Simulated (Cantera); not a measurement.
A closed system holds: 1 mol C₂H₄, 0.041 mol CO₂, 11 mol H₂, 0.036 mol O₂, at 2450 K and 4130 Torr.

Equilibrium computed with Cantera from the NASA thermochemical tables; the gas is ideal and each condensed phase is pure. Candidate condensed phases: C, C₆H₆, C₇H₈, C₈H₁₈, H₂O; 110 gas species. The numbers say what is thermodynamically allowed, not how fast it happens.

Base state: H₂ 0.970, CO 0.0117, C₂H₂ (acetylene) 0.00847, H 0.00844, CH₄ 0.000844, CH₃ 0.000134, C₂H₄ 3.93e-5, C₄H₂ 3.04e-5 (mole fractions); condensed: C(graphite).

**Question.** What changes in the equilibrium state with this change: O₂ from 0.036 to 0.68 mol?

**Answer.** 
| species | before | after |
|---|---|---|
| H₂ | 0.970 | 0.884 |
| CO | 0.0117 | 0.0995 |
| H | 0.00844 | 0.00805 |
| C₂H₂ (acetylene) | 0.00847 | 0.00771 |
| H₂O | 1.72e-6 | 1.33e-5 |
| CH₄ | 0.000844 | 0.000700 |
| C₂H₄ | 3.93e-5 | 3.26e-5 |
| CH₃ | 0.000134 | 0.000116 |
| C(graphite), mol | 1.65 | 0.361 |

**Question.** What changes in the equilibrium state with this change: temperature from 2450 K to 2975 K?

**Answer.** 
| species | before | after |
|---|---|---|
| H₂ | 0.970 | 0.877 |
| H | 0.00844 | 0.0583 |
| C₂H₂ (acetylene) | 0.00847 | 0.0507 |
| CO | 0.0117 | 0.0114 |
| C₃ | 4.08e-8 | 4.34e-5 |
| C₆H₂ | 1.15e-7 | 3.13e-5 |
| C₂H | 4.74e-6 | 0.000559 |
| C₄H₂ | 3.04e-5 | 0.00122 |
| C₂H₂ (vinylidene) | 5.55e-6 | 0.000151 |
| C(graphite), mol | 1.65 | 0.409 |

**Question.** What changes in the equilibrium state with this change: temperature from 2450 K to 1248.15 K?

**Answer.** 
| species | before | after |
|---|---|---|
| H₂ | 0.970 | 0.934 |
| CH₄ | 0.000844 | 0.0535 |
| CO | 0.0117 | 0.0114 |
| C₂H₂ (acetylene) | 0.00847 | 2.28e-7 |
| H | 0.00844 | 1.93e-7 |
| C₄H₂ | 3.04e-5 | <1e-9 |
| CH₃ | 0.000134 | 2.14e-7 |
| C(graphite), mol | 1.65 | 1.23 |
